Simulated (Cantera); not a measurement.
# Thermodynamics of abatement and gas-phase synthesis, feed HCl + O2

Feed: 1 mol HCl, 2.5 mol O2, at 875 K and 100000 Pa.

Method: chemical equilibrium by Gibbs-energy minimisation in Cantera with the NASA 1993 tables (ideal gas, pure condensed phases). Candidate condensed phases: H2O; 14 gas species. Rates play no part.

```yaml
x(O2): 0.701
x(HCl): 0.108
x(H2O): 0.0956
x(Cl2): 0.0956
x(Cl): 1.42e-5
x(HOCl): 1.12e-5
x(ClO): 1.09e-6
gas_amount: 3.340 mol
```
